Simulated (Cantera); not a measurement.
Charge: 1 mol Si₃N₄, 2.2 mol CO₂, 13 mol N₂, 0.012 mol N₂O, equilibrated at 975 Torr.

Method: chemical equilibrium by Gibbs-energy minimisation in Cantera with the NASA 1993 tables (ideal gas, pure condensed phases). Candidate condensed phases: C, Si, SiC, SiO₂, Si₂N₂O, Si₃N₄; 34 gas species. Mutual solubility and eutectic melting of coexisting phases are not modelled. The tables hold silica as quartz up to 1696 K and as liquid above; real silica turns to tridymite and cristobalite and melts near 1996 K. Kinetics and transport are ignored.

### Question
What share of the Si ends up in condensed phases as a function of T (K), at 1473, 1523, 1573, 1623, 1673, 1723, 1773, 1823, 1873, 1923, 1973, 2023, 2073?

### Answer
```
T (K)  Si condensed (%)                           as
-----  ----------------  ---------------------------
1473              100.0   SiO₂(β-quartz) + Si₂N₂O(s)
1523              100.0   SiO₂(β-quartz) + Si₂N₂O(s)
1573              100.0   SiO₂(β-quartz) + Si₂N₂O(s)
1623              100.0   SiO₂(β-quartz) + Si₂N₂O(s)
1673               99.9   SiO₂(β-quartz) + Si₂N₂O(s)
1723               99.8  SiO₂(condensed) + Si₂N₂O(s)
1773               99.6  SiO₂(condensed) + Si₂N₂O(s)
1823               99.0  SiO₂(condensed) + Si₂N₂O(s)
1873               97.5  SiO₂(condensed) + Si₂N₂O(s)
1923               94.4  SiO₂(condensed) + Si₂N₂O(s)
1973               87.5  SiO₂(condensed) + Si₂N₂O(s)
2023               72.8          SiO₂(l) + Si₂N₂O(s)
2073               52.6                    Si₂N₂O(s)
```
